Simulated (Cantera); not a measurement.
A perfectly stirred reactor is fed with CH4 : O2 : N2 = 1 : 1.67 : 6.27 (molar parts), equivalence ratio 1.2, at 750 Torr; it is adiabatic with a 600 K inlet, and is followed from long to short residence time, starting on the burning branch (τ in s: 0.48, 0.17, 0.059, 0.021, 0.0073, 0.0025, 0.00089, 0.00031, 0.00011, 3.8e-05, 1.3e-05).

Cantera simulation using GRI-Mech 3.0 (53 species, 325 reactions); the numbers are that mechanism's predictions, not measurements.

**Question.** Predict: blow-out, bracketed by the residence times tried; x(CH4) at τ = 0.480 s; x(O2) at τ = 0.480 s; x(NO) at τ = 0.480 s; x(CH2) at τ = 0.480 s; x(CH2O) at τ = 0.480 s; x(CH4) at τ = 2.50 ms; x(O2) at τ = 2.50 ms; x(NO) at τ = 2.50 ms; x(CH2) at τ = 2.50 ms; x(CH2O) at τ = 2.50 ms.

**Answer.** 
| Quantity | Value |
|---|---|
| blow-out, bracketed by the residence times tried | burning at 0.110 ms, out at 38.0 µs |
| x(CH4) at τ = 0.480 s | 1.34e-6 |
| x(O2) at τ = 0.480 s | 0.000387 |
| x(NO) at τ = 0.480 s | 0.000625 |
| x(CH2) at τ = 0.480 s | 6.09e-8 |
| x(CH2O) at τ = 0.480 s | 1.33e-7 |
| x(CH4) at τ = 2.50 ms | 5.45e-5 |
| x(O2) at τ = 2.50 ms | 0.00320 |
| x(NO) at τ = 2.50 ms | 0.000468 |
| x(CH2) at τ = 2.50 ms | 3.18e-6 |
| x(CH2O) at τ = 2.50 ms | 6.83e-6 |
